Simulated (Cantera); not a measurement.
An isothermal, constant-pressure homogeneous reactor starts with 1.67 % CH4, 98.3 % H2, at 2173 K and 40.5 Torr.

Computed with Cantera and GRI-Mech 3.0 (53 species, 325 reactions). GRI-Mech 3.0 stops at C3 and has no aromatics, soot or wall deposition, so with more carbon than oxygen in the feed, carbon stays in small species such as C2H2 where larger ones or solid carbon would form.

x: mole fraction; the columns are a selection and need not sum to one.

```json
[
 {"t (s)": "4.00e-6", "x CH4": "0.0167", "x H2": "0.983", "x C2H2": "<1e-12", "x C2H": "<1e-12", "x CH3": "1.31e-5", "x CH2": "2.78e-10"},
 {"t (s)": "1.29e-5", "x CH4": "0.0167", "x H2": "0.983", "x C2H2": "1.33e-11", "x C2H": "<1e-12", "x CH3": "…", "x CH2": "…"},
 {"t (s)": "4.15e-5", "x CH4": "0.0166", "x H2": "0.983", "x C2H2": "1.39e-9", "x C2H": "<1e-12", "x CH3": "9.10e-5", "x CH2": "2.88e-8"},
 {"t (s)": "0.000134", "x CH4": "0.0164", "x H2": "0.982", "x C2H2": "1.50e-7", "x C2H": "4.01e-12", "x CH3": "0.000273", "x CH2": "3.02e-7"},
 {"t (s)": "0.000431", "x CH4": "0.0158", "x H2": "0.981", "x C2H2": "…", "x C2H": "…", "x CH3": "…", "x CH2": "…"},
 {"t (s)": "0.00139", "x CH4": "0.0133", "x H2": "0.977", "x C2H2": "0.000606", "x C2H": "1.48e-7", "x CH3": "0.00194", "x CH2": "1.72e-5"},
 {"t (s)": "0.00447", "x CH4": "0.00611", "x H2": "0.975", "x C2H2": "0.00438", "x C2H": "1.80e-6", "x CH3": "0.00150", "x CH2": "2.31e-5"},
 {"t (s)": "0.0144", "x CH4": "0.00136", "x H2": "0.975", "x C2H2": "0.00727", "x C2H": "3.76e-6", "x CH3": "0.000420", "x CH2": "9.17e-6"},
 {"t (s)": "0.0464", "x CH4": "0.000264", "x H2": "0.973", "x C2H2": "0.00796", "x C2H": "4.82e-6", "x CH3": "9.57e-5", "x CH2": "2.55e-6"},
 {"t (s)": "0.150", "x CH4": "6.23e-5", "x H2": "0.972", "x C2H2": "0.00809", "x C2H": "5.38e-6", "x CH3": "2.47e-5", "x CH2": "7.29e-7"},
 {"t (s)": "0.482", "x CH4": "2.89e-5", "x H2": "0.971", "x C2H2": "0.00811", "x C2H": "5.51e-6", "x CH3": "1.18e-5", "x CH2": "3.55e-7"},
 {"t (s)": "1.55", "x CH4": "2.74e-5", "x H2": "0.971", "x C2H2": "0.00811", "x C2H": "5.51e-6", "x CH3": "1.11e-5", "x CH2": "3.37e-7"},
 {"t (s)": "5.00", "x CH4": "2.74e-5", "x H2": "0.971", "x C2H2": "0.00811", "x C2H": "5.51e-6", "x CH3": "1.11e-5", "x CH2": "3.37e-7"}
]
```

What belongs in the gaps?


- 1.29e-5, x CH3: 3.33e-5
- 1.29e-5, x CH2: 2.75e-9
- 0.000431, x C2H2: 1.50e-5
- 0.000431, x C2H: 1.28e-9
- 0.000431, x CH3: 0.000816
- 0.000431, x CH2: 2.82e-6
